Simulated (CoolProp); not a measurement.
C2F6 (R116) along the isotherm 151.85 °C: fugacity coefficient from the reference equation and from simpler models built on Tc = 19.9 °C, pc = 30.48 bar, ω = 0.257; each cubic takes its own stable root.

The numbers come from the reference Helmholtz-energy equation of state, Lemmon 2006 in CoolProp. It is a short technical equation, of lower accuracy than the large ones.

```csv
p (bar),phase,reference
38.1,supercritical,0.9053
76.2,supercritical,0.8297
114,supercritical,0.7755
152,supercritical,0.7417
190,supercritical,0.7253
229,supercritical,0.7220
267,supercritical,0.7290
305,supercritical,0.7439
```

Q: How far does each simpler model (Redlich-Kwong, Soave-Redlich-Kwong, Peng-Robinson) lie from the reference over these 8 states: mean and median of the absolute difference, and the worst?

A: 
- Redlich-Kwong: mean 9.7 %, median 10.6 %, worst -13.3 % at 151.85 °C and 305 bar
- Soave-Redlich-Kwong: mean 5.0 %, median 5.6 %, worst +7.7 % at 151.85 °C and 305 bar
- Peng-Robinson: mean 3.8 %, median 3.5 %, worst -5.9 % at 151.85 °C and 305 bar
